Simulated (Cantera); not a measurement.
What does this Cantera script print?

```python
import numpy as np
import cantera as ct

gas = ct.Solution("gri30.yaml")
gas.TPX = 975, 1333, {'H2': 0.023, 'O2': 1, 'N2': 0.0079}
reactor = ct.IdealGasConstPressureReactor(gas, energy="off", clone=False)
net = ct.ReactorNet([reactor])
net.rtol, net.atol = 1e-08, 1e-18
show = ['H2', 'O2', 'OH', 'H2O', 'H2O2']
times = np.geomspace(3e-06, 1, 12)

steps = ct.SolutionArray(gas, extra=["t"])
rows = []
print(f"{'t/s':>10s}{'T/K':>9s}{'P/Pa':>11s}" + "".join(f"{s:>11s}" for s in show))
for t in times:
    while net.time < t:
        t_next = net.step()
        steps.append(gas.state, t=t_next)
    rows.append([np.interp(t, steps.t, y) for y in (steps.T, steps.P, *steps(*show).X.T)])
    print(f"{t:10.3e}{rows[-1][0]:9.1f}{rows[-1][1]:11.4g}" + "".join(f"{x:11.3e}" for x in rows[-1][2:]))
rate = np.gradient(steps.T, steps.t)
print("integrator steps:", len(steps.t))
if steps.T.max() > steps.T[0] + 200:
    print(f"time of steepest temperature rise: {steps.t[rate.argmax()]:.4e} s")
gas.TPX = 975, 1333, {'H2': 0.023, 'O2': 1, 'N2': 0.0079}
gas.equilibrate("TP")
print(f"equilibrium (TP): T = {gas.T:.1f} K  " + "  ".join(f"{s} {gas[s].X[0]:.3e}" for s in show))
```

It prints:

```
       t/s      T/K       P/Pa         H2         O2         OH        H2O       H2O2
 3.000e-06    975.0       1333  2.231e-02  9.700e-01  2.991e-15  1.517e-17  7.979e-20
 9.532e-06    975.0       1333  2.231e-02  9.700e-01  2.922e-14  4.291e-16  7.967e-19
 3.029e-05    975.0       1333  2.231e-02  9.700e-01  2.743e-13  1.256e-14  8.001e-18
 9.624e-05    975.0       1333  2.231e-02  9.700e-01  2.277e-12  3.452e-13  8.078e-17
 3.058e-04    975.0       1333  2.231e-02  9.700e-01  1.471e-11  7.713e-12  8.202e-16
 9.717e-04    975.0       1333  2.231e-02  9.700e-01  9.401e-11  1.491e-10  8.391e-15
 3.087e-03    975.0       1333  2.231e-02  9.700e-01  3.094e-09  8.471e-09  9.830e-14
 9.810e-03    975.0       1333  2.195e-02  9.697e-01  9.428e-05  2.765e-04  1.920e-09
 3.117e-02    975.0       1333  2.267e-04  9.624e-01  5.796e-04  2.134e-02  5.285e-08
 9.905e-02    975.0       1333  3.616e-05  9.681e-01  2.228e-04  2.234e-02  3.875e-08
 3.147e-01    975.0       1333  4.393e-06  9.695e-01  7.857e-05  2.251e-02  2.907e-08
 1.000e+00    975.0       1333  4.588e-07  9.697e-01  2.715e-05  2.255e-02  1.571e-08
integrator steps: 1317
equilibrium (TP): T = 975.0 K  H2 8.131e-12  O2 9.697e-01  OH 1.432e-07  H2O 2.256e-02  H2O2 5.203e-12
```

Detailed kinetics in Cantera: GRI-Mech 3.0 (53 species, 325 reactions). Radical loss at walls, strong at low pressure, is not modelled.
